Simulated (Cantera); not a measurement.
An adiabatic, constant-pressure homogeneous reactor starts with C3H8 : O2 : N2 = 1 : 2.38 : 8.95 (molar parts), equivalence ratio 2.1, at 1548 K and 638 Torr.

Model: GRI-Mech 3.0 (53 species, 325 reactions), integrated in Cantera. GRI-Mech 3.0 was tuned for natural gas; its chemistry of propane as a main component is partial and can be far from experiment.

Q: Predict: time of steepest temperature rise; temperature at 0.200 s; equilibrium temperature; x(O2) at 0.200 s; x(OH) at 0.200 s; x(H2) at 0.200 s; x(NO) at 0.200 s; x(HCO) at 0.200 s; x(CO2) at 0.200 s.

A: 
| Item | Result |
|---|---|
| time of steepest temperature rise | 71.3 µs |
| temperature at 0.200 s | 2554 K |
| equilibrium temperature | 2554 K |
| x(O2) at 0.200 s | 2.58e-5 (gas-phase equilibrium 2.58e-5) |
| x(OH) at 0.200 s | 0.00179 (gas-phase equilibrium 0.00179) |
| x(H2) at 0.200 s | 0.150 (gas-phase equilibrium 0.150) |
| x(NO) at 0.200 s | 0.000236 (gas-phase equilibrium 0.000236) |
| x(HCO) at 0.200 s | 2.55e-7 (gas-phase equilibrium 2.55e-7) |
| x(CO2) at 0.200 s | 0.0163 (gas-phase equilibrium 0.0163) |
